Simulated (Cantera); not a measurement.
## Ignition delay

Mixture: 13.7 % CH₄, 17.1 % O₂, 64.2 % N₂, 5.05 % H₂O, equivalence ratio 1.6, at 4.93 atm, adiabatic and at constant volume. Ignition delay is the time to a rise of 400 K.

Model: GRI-Mech 3.0 (53 species, 325 reactions), integrated in Cantera.

| T0 (K) | delay (ms) |
|---|---|
| 1075 | 69.1 |
| 1125 | 34.3 |
| 1175 | 17.7 |
| 1225 | 9.40 |
| 1275 | 5.14 |
| 1325 | 2.88 |
| 1375 | 1.64 |

* **apparent activation energy between 1275 and 1375 K**: 170 kJ/mol
